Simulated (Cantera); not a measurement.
## Adiabatic ignition

An adiabatic, constant-pressure homogeneous reactor starts with CH4 : H2 : O2 : N2 = 1 : 0.15 : 4.83 : 18.1 (molar parts), equivalence ratio 0.43, at 1425 K and 1.00 atm.

Computed with Cantera and GRI-Mech 3.0 (53 species, 325 reactions).

```tsv
t (s)	T (K)	x CH4	x H2	x O2	x HO2	x CO	x O
1.00e-6	1425	0.0415	0.00623	0.201	1.68e-8	<1e-12	1.08e-9
3.35e-6	1425	0.0415	0.00623	0.201	5.62e-8	<1e-12	3.25e-9
1.12e-5	1425	0.0415	0.00623	0.201	1.87e-7	6.51e-12	5.18e-9
3.76e-5	1425	0.0415	0.00623	0.201	6.12e-7	2.50e-10	1.13e-8
0.000126	1425	0.0415	0.00623	0.201	1.90e-6	1.88e-8	5.65e-8
0.000422	1426	0.0411	0.00617	0.200	7.42e-6	1.93e-5	1.33e-6
0.00141	2271	<1e-12	0.000819	0.113	4.31e-6	0.00223	0.00259
0.00474	2293	<1e-12	0.000509	0.113	4.64e-6	0.00133	0.00160
0.0159	2291	<1e-12	0.000505	0.112	4.60e-6	0.00132	0.00158
0.0532	2286	<1e-12	0.000493	0.111	4.49e-6	0.00128	0.00152
0.178	2277	<1e-12	0.000474	0.109	4.31e-6	0.00123	0.00143
0.597	2274	<1e-12	0.000468	0.108	4.25e-6	0.00121	0.00140
2.00	2274	<1e-12	0.000468	0.108	4.25e-6	0.00121	0.00140
```
x: mole fraction; the columns are a selection and need not sum to one.

time of steepest temperature rise: 0.859 ms
temperature at 2.00 s: 2274 K
equilibrium temperature: 2274 K
x(CH4) at 2.00 s: <1e-12 (gas-phase equilibrium <1e-12)
x(H2) at 2.00 s: 0.000468 (gas-phase equilibrium 0.000468)
x(O2) at 2.00 s: 0.108 (gas-phase equilibrium 0.108)
